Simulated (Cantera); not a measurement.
Feed: 1 mol Fe3O4, a varied amount of Cl2, at 1100 °C and 653 Torr.

These are equilibrium values from Cantera (NASA tables, ideal gas, pure condensed phases), not measurements of a reactor. Candidate condensed phases: Fe, FeCl2, FeCl3, FeO, Fe2O3, Fe3O4; 13 gas species. Mutual solubility and eutectic melting of coexisting phases are not modelled. Kinetics and transport are ignored.

Q: What share of the Fe ends up in condensed phases as a function of n(Cl2) (mol), at 0.043, 0.064, 0.094, 0.14, 0.2, 0.3, 0.44, 0.65, 0.95?

A: 
```
n(Cl2) (mol)  Fe condensed (%)                   as
------------  ----------------  -------------------
0.043                     98.8  Fe2O3(s) + Fe3O4(s)
0.064                     98.3  Fe2O3(s) + Fe3O4(s)
0.094                     97.5  Fe2O3(s) + Fe3O4(s)
0.14                      96.2  Fe2O3(s) + Fe3O4(s)
0.2                       94.6  Fe2O3(s) + Fe3O4(s)
0.3                       92.0  Fe2O3(s) + Fe3O4(s)
0.44                      88.9             Fe2O3(s)
0.65                      87.8             Fe2O3(s)
0.95                      84.8             Fe2O3(s)
```
